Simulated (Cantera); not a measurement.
Input (Python, Cantera):

```python
import numpy as np
import cantera as ct

surf = ct.Interface("diamond.yaml", "diamond_100")
gas, bulk = surf.adjacent["gas"], surf.adjacent["diamond"]
k = surf.kinetics_species_index(bulk.species_names[0])
cover = ["c6HH", "c6H*", "c6*H", "c6**", "c6HM", "c6B"]

rows, drift = [], 0.0
print(f"{'xCH3':>10s}{'um/h':>11s}" + "".join(f"{s:>11s}" for s in cover))
for v in [1e-06, 2.4e-06, 5.8e-06, 1.4e-05, 3.3e-05, 8e-05, 0.00019, 0.00046, 0.0011]:
    T, P, xH, xCH3 = 1323, 18000, 0.0074, v
    gas.TPX = T, P, {"H": xH, "CH3": xCH3, "CH4": 0.0048, "H2": 1 - xH - xCH3 - 0.0048}
    surf.TP = bulk.TP = T, P
    surf.coverages = "c6H*:0.1, c6HH:0.9"
    surf.advance_coverages(100.0)
    before = surf.coverages
    surf.advance_coverages(100.0)
    drift = max(drift, np.max(np.abs(surf.coverages - before) / (surf.coverages + 1e-9)))
    rate = surf.net_production_rates[k] * bulk.mean_molecular_weight / bulk.density * 3.6e9
    rows.append([rate, *surf[cover].coverages])
    print(f"{v:10.4g}{rate:11.4e}" + "".join(f"{x:11.3e}" for x in rows[-1][1:]))
```

Result:

```
      xCH3       um/h       c6HH       c6H*       c6*H       c6**       c6HM        c6B
     1e-06 7.4584e-02  3.707e-01  5.176e-02  5.296e-01  4.795e-02  4.651e-06  2.024e-10
   2.4e-06 1.7900e-01  3.707e-01  5.176e-02  5.296e-01  4.794e-02  1.116e-05  4.857e-10
   5.8e-06 4.3253e-01  3.707e-01  5.175e-02  5.295e-01  4.794e-02  2.697e-05  1.174e-09
   1.4e-05 1.0438e+00  3.707e-01  5.175e-02  5.295e-01  4.792e-02  6.509e-05  2.832e-09
   3.3e-05 2.4589e+00  3.706e-01  5.174e-02  5.294e-01  4.788e-02  1.534e-04  6.672e-09
     8e-05 5.9527e+00  3.705e-01  5.172e-02  5.291e-01  4.779e-02  3.714e-04  1.615e-08
   0.00019 1.4092e+01  3.702e-01  5.166e-02  5.285e-01  4.758e-02  8.799e-04  3.824e-08
   0.00046 3.3846e+01  3.694e-01  5.151e-02  5.271e-01  4.707e-02  2.117e-03  9.184e-08
    0.0011 7.9452e+01  3.677e-01  5.118e-02  5.237e-01  4.589e-02  4.992e-03  2.156e-07
```

Cantera simulation using the Harris–Goodwin 1993 mechanism for the reconstructed diamond (100) surface; the numbers are that mechanism's predictions, not measurements.
